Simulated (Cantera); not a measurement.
A freely propagating, adiabatic, planar premixed flame of CH₄ : O₂ : N₂ = 1 : 1.43 : 5.37 (molar parts), equivalence ratio 1.4, unburnt at 600 K and 7.90 bar; unity-Lewis-number transport, grid criteria slope 0.08 and curve 0.16, no radiation.

Cantera simulation using GRI-Mech 3.0 (53 species, 325 reactions); the numbers are that mechanism's predictions, not measurements. Unity Lewis numbers drop preferential diffusion, which matters most where H2 and H carry the flame. Burning velocities carry a grid error of a few per cent, more on coarse grids.

Task: Predict: laminar burning velocity; thermal thickness; peak x(H₂); peak x(CH₂O); peak x(H); peak x(OH).

Result: 
- laminar burning velocity = 23.3 cm/s
- thermal thickness = 0.160 mm
- peak x(H₂) = 0.0599
- peak x(CH₂O) = 0.000969
- peak x(H) = 0.00104
- peak x(OH) = 0.000528
